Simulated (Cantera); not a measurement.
Cantera run, input and output.

```python
import numpy as np
import cantera as ct

gas = ct.Solution("gri30.yaml")
gas.TPX = 1575, 2666, {'CH4': 1, 'N2': 34}
reactor = ct.IdealGasConstPressureReactor(gas, energy="off", clone=False)
net = ct.ReactorNet([reactor])
net.rtol, net.atol = 1e-08, 1e-18
show = ['CH4', 'C2H6', 'CH3', 'CH2', 'H']
times = np.geomspace(7e-06, 70, 9)

steps = ct.SolutionArray(gas, extra=["t"])
rows = []
print(f"{'t/s':>10s}{'T/K':>9s}{'P/Pa':>11s}" + "".join(f"{s:>11s}" for s in show))
for t in times:
    while net.time < t:
        t_next = net.step()
        steps.append(gas.state, t=t_next)
    rows.append([np.interp(t, steps.t, y) for y in (steps.T, steps.P, *steps(*show).X.T)])
    print(f"{t:10.3e}{rows[-1][0]:9.1f}{rows[-1][1]:11.4g}" + "".join(f"{x:11.3e}" for x in rows[-1][2:]))
rate = np.gradient(steps.T, steps.t)
print("integrator steps:", len(steps.t))
if steps.T.max() > steps.T[0] + 200:
    print(f"time of steepest temperature rise: {steps.t[rate.argmax()]:.4e} s")
gas.TPX = 1575, 2666, {'CH4': 1, 'N2': 34}
gas.equilibrate("TP")
print(f"equilibrium (TP): T = {gas.T:.1f} K  " + "  ".join(f"{s} {gas[s].X[0]:.3e}" for s in show))
```

It prints:

```
       t/s      T/K       P/Pa        CH4       C2H6        CH3        CH2          H
 7.000e-06   1575.0       2666  2.857e-02  5.614e-18  7.772e-09  4.362e-17  6.876e-09
 5.249e-05   1575.0       2666  2.857e-02  3.534e-15  7.446e-08  1.627e-14  3.538e-08
 3.936e-04   1575.0       2666  2.857e-02  2.874e-12  7.662e-07  1.994e-12  5.750e-08
 2.952e-03   1575.0       2666  2.857e-02  1.257e-09  6.116e-06  7.277e-11  5.795e-08
 2.214e-02   1575.0       2666  2.852e-02  2.434e-07  4.568e-05  3.233e-09  8.208e-08
 1.660e-01   1575.0       2666  2.721e-02  1.235e-05  2.811e-04  1.035e-07  1.664e-06
 1.245e+00   1575.0       2666  1.163e-02  4.345e-06  1.750e-04  1.051e-07  1.889e-05
 9.335e+00   1575.0       2666  1.397e-03  1.072e-07  2.974e-05  2.775e-08  4.170e-05
 7.000e+01   1575.0       2666  1.121e-04  9.110e-10  2.827e-06  3.181e-09  5.157e-05
integrator steps: 1416
equilibrium (TP): T = 1575.0 K  CH4 4.105e-06  C2H6 1.820e-12  CH3 1.046e-07  CH2 1.192e-10  H 5.229e-05
```

Computed with Cantera and GRI-Mech 3.0 (53 species, 325 reactions). GRI-Mech 3.0 stops at C3 and has no aromatics, soot or wall deposition, so with more carbon than oxygen in the feed, carbon stays in small species such as C2H2 where larger ones or solid carbon would form. Radical loss at walls, strong at low pressure, is not modelled.
